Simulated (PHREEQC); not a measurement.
Solution A (72 mmol/kgw Mg(NO3)2) is mixed with solution B (2 mmol/kgw CaSO4, 3.8 mmol/kgw CO2 and 96 mmol/kgw NaCl) at 90 °C; shares are by mass of water, 1 kg in all. Oxygen alone is held at its pressure in air (log pO2 = -0.68). The system is closed to CO2. Only these solids could form: Calcite, Gypsum, Halite.

Computed with PHREEQC (ion-association model, phreeqc.dat).

### Question
Predict pH, Ca+2 (mol/kgw), SO4-2 (mol/kgw) at share of solution B = 0, 0.1, 0.6, 0.7, 0.9.

### Answer
| share of solution B | pH | Ca+2 (mol/kgw) | SO4-2 (mol/kgw) |
|---|---|---|---|
| 0 | 5.49 | 0 | 0 |
| 0.1 | 4.80 | 0.000200 | 3.86e-5 |
| 0.6 | 4.46 | 0.00119 | 0.000349 |
| 0.7 | 4.44 | 0.00138 | 0.000470 |
| 0.9 | 4.43 | 0.00175 | 0.000952 |

Species that the database lacks are ignored. Away from 25 °C the constants follow the database's enthalpies or fits; those with neither stay at their 25 °C values.
